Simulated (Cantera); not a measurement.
A perfectly stirred reactor is fed with 6.99 % CH4, 2.73 % CO, 19.0 % O2, 71.3 % N2, equivalence ratio 0.81, at 3750 Torr; it is adiabatic with a 575 K inlet, and is followed from long to short residence time, starting on the burning branch (τ in s: 0.049, 0.02, 0.0078, 0.0032, 0.0013, 0.00051, 0.0002, 8.2e-05, 3.3e-05, 1.3e-05).

Detailed kinetics in Cantera: GRI-Mech 3.0 (53 species, 325 reactions).

Question: Predict: blow-out, bracketed by the residence times tried; x(CH4) at τ = 49.0 ms; x(CO) at τ = 49.0 ms; x(O2) at τ = 49.0 ms; x(NO) at τ = 49.0 ms; x(H2O2) at τ = 49.0 ms; x(CH4) at τ = 0.510 ms; x(CO) at τ = 0.510 ms; x(O2) at τ = 0.510 ms; x(NO) at τ = 0.510 ms; x(H2O2) at τ = 0.510 ms.

Answer: 
```
Quantity                                                                      Result
------------------------------------------------  ----------------------------------
blow-out, bracketed by the residence times tried  burning at 33.0 µs, out at 13.0 µs
x(CH4) at τ = 49.0 ms                                                        1.55e-6
x(CO) at τ = 49.0 ms                                                         0.00194
x(O2) at τ = 49.0 ms                                                          0.0358
x(NO) at τ = 49.0 ms                                                         0.00201
x(H2O2) at τ = 49.0 ms                                                       2.26e-7
x(CH4) at τ = 0.510 ms                                                       6.98e-5
x(CO) at τ = 0.510 ms                                                        0.00839
x(O2) at τ = 0.510 ms                                                         0.0398
x(NO) at τ = 0.510 ms                                                       0.000137
x(H2O2) at τ = 0.510 ms                                                      4.07e-7
```
